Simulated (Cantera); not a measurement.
A diamond (100) surface in a fixed gas of H2 with x(CH4) = 0.0044, x(H) = 0.0021, x(CH3) = 1.2e-05, at 1025 K; coverages are run to steady state.

Computed with Cantera and the Harris–Goodwin 1993 mechanism for the reconstructed diamond (100) surface.

θ: site fractions in the mechanism's names (c6HH fully hydrogenated, c6H* and c6*H radical sites, c6** diradical, c6HM methylated).

```
P (Pa)  growth (µm/h)  θ c6HH  θ c6H*  θ c6*H  θ c6**   θ c6HM
------  -------------  ------  ------  ------  ------  -------
350           0.00771   0.576  0.0205   0.391  0.0111      ___
590            0.0178   0.576  0.0205   0.391  0.0111      ___
1000           0.0390   0.575  0.0205   0.391  0.0111      ___
1700           0.0808   0.575  0.0204   0.391  0.0111      ___
3000            0.165   0.575  0.0204   0.391  0.0111      ___
5100            0.307   0.575  0.0204   0.390  0.0111  0.00238
8800            0.562   0.575  0.0205   0.390  0.0111  0.00253
15000           0.992   0.574  0.0205   0.390  0.0111  0.00262
```

### Question
Complete the blanks.

### Answer

- 350, θ c6HM: 0.000822
- 590, θ c6HM: 0.00115
- 1000, θ c6HM: 0.00151
- 1700, θ c6HM: 0.00186
- 3000, θ c6HM: 0.00217
